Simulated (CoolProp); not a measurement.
A single-stage vapour-compression cycle with chlorine: evaporating at 253.15 K (dew point), condensing at 285.15 K (bubble point), superheat 5 K, subcooling 8 K, compressor efficiency 0.9, no pressure losses. Each further row changes one setting.

The numbers come from the reference Helmholtz-energy equation of state, Thol 2021 in CoolProp.

```tsv
case	cooling COP	pressure ratio	discharge temperature (K)	refrigerating effect (kJ/kg)	volumetric capacity (kJ/m³)
as stated	(withheld)	2.97	346.4	258	1600
evaporating temperature 258.15 K	(withheld)	2.46	(withheld)	260	1920
condensing temperature 280.15 K	(withheld)	2.55	332.8	263	1630
subcooling 13 K	6.52	2.97	346.4	263	1630
superheat 15 K	6.25	2.97	359.1	263	1560
compressor efficiency 0.8	(withheld)	2.97	355.9	258	1600
```

### Question
Some entries are withheld; supply them.

### Answer

- as stated, cooling COP: 6.40
- evaporating temperature 258.15 K, cooling COP: 7.88
- evaporating temperature 258.15 K, discharge temperature (K): 335.7
- condensing temperature 280.15 K, cooling COP: 7.72
- compressor efficiency 0.8, cooling COP: 5.69
